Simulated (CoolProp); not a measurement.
Fluorine along the isotherm 122.8 K: Z from the reference equation and from simpler models built on Tc = 144.4 K, pc = 5240 kPa, ω = 0.045; each cubic takes its own stable root.

The numbers come from the reference Helmholtz-energy equation of state, de Reuck 1990 in CoolProp.

```csv
p (kPa),phase,reference
8.28,gas,0.9991
12.2,gas,0.9987
17.8,gas,0.9982
26.2,gas,0.9973
38.5,gas,0.9960
56.4,gas,0.9941
82.8,gas,0.9914
122,gas,0.9872
178,gas,0.9813
262,gas,0.9722
385,gas,0.9587
564,gas,0.9385
828,gas,0.9072
1220,gas,0.8568
1780,gas,0.7725
2620,liquid,0.08231
```

Q: How far does each simpler model (van der Waals, Peng-Robinson) lie from the reference over these 16 states: mean and median of the absolute difference, and the worst?

A: 
- van der Waals: mean 48.0 %, median 0.3 %, worst +751.5 % at 122.8 K and 2620 kPa
- Peng-Robinson: mean 0.7 %, median 0.1 %, worst -6.8 % at 122.8 K and 2620 kPa

At some of these states van der Waals gives the other phase, because its saturation line lies elsewhere.
